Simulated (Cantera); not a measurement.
Mixture: CH₄ : O₂ : N₂ : CO₂ = 1 : 1.54 : 5.23 : 1.7 (molar parts), equivalence ratio 1.3, at 1200 Torr, adiabatic and at constant pressure. Ignition delay is the time to a rise of 400 K.

Model: GRI-Mech 3.0 (53 species, 325 reactions), integrated in Cantera.

Question: What does this change do: constant volume in place of constant pressure?

Answer: 
| quantity | before | after |
|---|---|---|
| delay at 1223 K | 32.1 ms | 30.4 ms |
| delay at 1423 K | 2.72 ms | 2.55 ms |
| delay at 1623 K | 0.353 ms | 0.330 ms |
| delay at 1823 K | 77.2 µs | 71.7 µs |
| apparent activation energy between 1723 and 1923 K | 180 kJ/mol | 180 kJ/mol |

Question: What does this change do: CO2 1.7 to 3.5 parts?

Answer: 
| quantity | before | after |
|---|---|---|
| delay at 1223 K | 32.1 ms | 42.0 ms |
| delay at 1423 K | 2.72 ms | 3.62 ms |
| delay at 1623 K | 0.353 ms | 0.451 ms |
| delay at 1823 K | 77.2 µs | 95.3 µs |
| apparent activation energy between 1723 and 1923 K | 180 kJ/mol | 180 kJ/mol |
